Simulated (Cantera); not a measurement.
# Gas-phase reforming

A perfectly stirred reactor is fed with CH4 : CO2 = 0.15 : 1.7 (molar parts), at 4.20 bar; it is held at 1925 K, and followed from long to short residence time.

Model: GRI-Mech 3.0 (53 species, 325 reactions), integrated in Cantera.

| τ (s) | x CH4 | x CO2 | x H2O | x C2H4 | x C2H6 | x H2 |
|---|---|---|---|---|---|---|
| 25 | 1.70e-6 | 0.595 | 0.126 | 1.82e-11 | 1.77e-12 | 0.0131 |
| 5.4 | 9.76e-6 | 0.595 | 0.126 | 5.25e-10 | 4.91e-11 | 0.0131 |
| 1.2 | 5.81e-5 | 0.595 | 0.126 | 1.56e-8 | 1.37e-9 | 0.0131 |
| 0.26 | 0.000287 | 0.596 | 0.126 | 3.55e-7 | 3.05e-8 | 0.0131 |
| 0.057 | 0.00116 | 0.601 | 0.124 | 5.70e-6 | 4.86e-7 | 0.0129 |
| 0.012 | 0.00379 | 0.628 | 0.117 | 6.10e-5 | 5.15e-6 | 0.0121 |
| 0.0027 | 0.00996 | 0.697 | 0.0996 | 0.000370 | 3.15e-5 | 0.0112 |
| 0.00060 | 0.0256 | 0.789 | 0.0635 | 0.00142 | 0.000134 | 0.0152 |
| 0.00013 | 0.0517 | 0.873 | 0.0197 | 0.00289 | 0.000346 | 0.0172 |
x: mole fraction; the columns are a selection and need not sum to one.
